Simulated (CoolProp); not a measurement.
trans-2-butene at several states: density (kg/m³) from the reference equation and from simpler models built on Tc = 428.6 K, pc = 40.19 bar, ω = 0.210; each cubic takes its own stable root.

Model: reference Helmholtz-energy equation of state, Lemmon 2005, in CoolProp. It is a short technical equation, of lower accuracy than the large ones.

| T (K) | p (bar) | phase | reference | van der Waals | Redlich-Kwong |
|---|---|---|---|---|---|
| 358.2 | 9 | gas | 20.28 | 19.12 | 19.77 |
| 191.1 | 87.9 | liquid | 718.8 | 436.2 | 641.6 |
| 464.2 | 84.6 | supercritical | 330.6 | 264.3 | 294.4 |
| 449 | 25.6 | gas | 49.41 | 48.18 | 49.22 |
| 194.6 | 30.6 | liquid | 711.9 | 428.9 | 635.1 |
| 339 | 0.271 | gas | 0.5422 | 0.5413 | 0.5419 |
